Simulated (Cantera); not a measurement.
## Ammonia decomposition in nitride growth gas

An isothermal, constant-pressure homogeneous reactor starts with NH3 : H2 = 1 : 29 (molar parts), at 2375 K and 1.00 bar.

Computed with Cantera and the gas-phase N/H chemistry of the illustrative SiF4/NH3 mechanism in the Surface Chemkin manual (1991). Walls and surfaces, which speed up NH3 decomposition in real reactors, are not modelled.

```
t (s)        x NH3   x H2      x N2     x NH2      x N    x N2H2
--------  --------  -----  --------  --------  -------  --------
7.00e-5     0.0331  0.965   1.02e-5  0.000205  5.81e-7   4.00e-8
0.000178    0.0322  0.963  0.000296  0.000432  5.68e-6   3.22e-7
0.000452    0.0271  0.964   0.00272  0.000489  1.16e-5   5.22e-7
0.00115     0.0160  0.969   0.00812  0.000348  1.21e-5   3.07e-7
0.00292    0.00394  0.972    0.0141  0.000131  1.09e-5   6.15e-8
0.00742   0.000446  0.970    0.0158   2.04e-5  3.21e-6   1.90e-9
0.0189    0.000111  0.970    0.0160   5.15e-6  8.33e-7  1.22e-10
0.0479     3.79e-5  0.970    0.0160   1.76e-6  2.85e-7  1.46e-11
0.122      1.42e-5  0.970    0.0160   6.60e-7  1.07e-7  2.33e-12
0.310      5.60e-6  0.970    0.0160   2.60e-7  4.21e-8    <1e-12
0.787      2.45e-6  0.970    0.0160   1.14e-7  1.85e-8    <1e-12
2.00       1.54e-6  0.970    0.0160   7.15e-8  1.16e-8    <1e-12
```
x: mole fraction; the columns are a selection and need not sum to one.

Equilibrium at this temperature and pressure: NH3 1.45e-6, H2 0.970, N2 0.0160, NH2 6.72e-8, N 1.09e-8, N2H2 <1e-12 (gas phase only).
